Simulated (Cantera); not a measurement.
A Cantera script and what it prints.

```python
import numpy as np
import cantera as ct

gas_names = """
    Br Br2 H HBr H2 Si SiBr SiBr2 SiBr3 SiBr4 SiH SiHBr3 SiH2 SiH2Br2 SiH3 SiH3Br SiH4 Si2 Si3
""".split()
cond_names = """
    Br2(cr) Br2(L) Si(cr) Si(L)
""".split()


# ... load() reads the species with a 1 bar reference pressure and builds the phases ...
atoms = {
    'Si': {'Si': 1},
    'HBr': {'H': 1, 'Br': 1},
}
top_T = {}  # K; cautious upper limits of use, not melting points


# ... equilibrate(T, P, feed) seeds the gas with the atoms and calls Mixture.equilibrate('TP', solver="vcs", rtol=1e-11, max_steps=5000) ...
results = []
feed = {'Si': 1, 'HBr': 2.6}  # mol
T = 925  # K
P = 1000  # Pa
mix = equilibrate(T, P, feed)
results.append((T, P, feed, dict(zip(mix.species_names, mix.species_moles))))
x = sorted(zip(gas.X, gas.species_names), reverse=True)
print(f"T = {T:g} K  P = {P:g} Pa  gas = {mix.phase_moles(0):.4g} mol")
print("   x: " + "  ".join(f"{s} {v:.3e}" for v, s in x if v > 1e-05))
print("   condensed (mol): " + ("  ".join(f"{mix.phase(i).name} {mix.phase_moles(i):.4g}"
      for i in range(1, mix.n_phases) if mix.phase_moles(i) > 1e-12) or "none"))
```

Result:

```
T = 925 K  P = 1000 Pa  gas = 1.968 mol
   x: H2 6.352e-01  SiBr4 3.105e-01  HBr 4.053e-02  SiHBr3 1.007e-02  SiBr2 2.265e-03  SiBr3 1.237e-03  SiH2Br2 1.537e-04
   condensed (mol): Si(cr) 0.362
```

These are equilibrium values from Cantera (NASA tables, ideal gas, pure condensed phases), not measurements of a reactor. The tables' values for SiBr3 are old estimates; treat these amounts as uncertain.
